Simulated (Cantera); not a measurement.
Input: 1 mol SiHCl3, 0.14 mol NH3, 97 mol N2, equilibrated at 32000 Pa.

Cantera equilibrium calculation (NASA polynomials, part measured and part estimated; ideal gas, pure solids and liquids). Candidate condensed phases: NH4Cl, Si, Si3N4; 28 gas species. Rates play no part.

Problem. Which condensed phases are stable at each of these points (T (K)): 1623, 1673, 1723, 1773, 1823, 1873, 1923, 1973?

Solution. 
```
T (K)  condensed phases  Si condensed (%)
-----  ----------------  ----------------
1623           Si3N4(s)              24.0
1673           Si3N4(s)              15.9
1723           Si3N4(s)               8.7
1773           Si3N4(s)               2.3
1823           gas only               0.0
1873           gas only               0.0
1923           gas only               0.0
1973           gas only               0.0
```

From 1623 K to 1773 K the condensed part is Si3N4(s). From 1823 K to 1973 K nothing is condensed.
